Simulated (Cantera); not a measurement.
A closed system holds: 1 mol CaF₂, 0.95 mol H₂, at 1502 °C and 0.190 Pa.

Cantera equilibrium calculation (NASA polynomials, part measured and part estimated; ideal gas, pure solids and liquids). Candidate condensed phases: Ca, CaF₂; 15 gas species. Rates play no part.

Base state: CaF₂ 0.310, H₂ 0.271, HF 0.181, H 0.109, CaF 0.0758, Ca 0.0525, F 1.07e-5 (mole fractions); condensed: gas only.

Problem. What changes in the equilibrium state with this change: temperature from 1502 °C to 902 °C?

Solution. 
```tsv
species	before	after
H₂	0.271	1.000
HF	0.181	0.000158
CaF₂	0.310	0.000127
CaF	0.0758	2.02e-5
H	0.109	8.89e-5
Ca	0.0525	6.91e-5
F	1.07e-5	<1e-9
CaF₂(s), mol	0	1.000
```

Problem. What changes in the equilibrium state with this change: CaF₂ replaced by CuF₂?

Solution. 
```json
[
 {"species": "HF", "before": "0.181", "after": "0.652"},
 {"species": "Cu", "before": "0", "after": "0.312"},
 {"species": "CuF", "before": "0", "after": "0.0317"},
 {"species": "CaF₂", "before": "0.310", "after": "0"},
 {"species": "CaF", "before": "0.0758", "after": "0"},
 {"species": "Ca", "before": "0.0525", "after": "0"},
 {"species": "H₂", "before": "0.271", "after": "2.81e-5"},
 {"species": "H", "before": "0.109", "after": "0.00111"},
 {"species": "F", "before": "1.07e-5", "after": "0.00379"}
]
```
Further candidate phases: Cu, CuF₂.
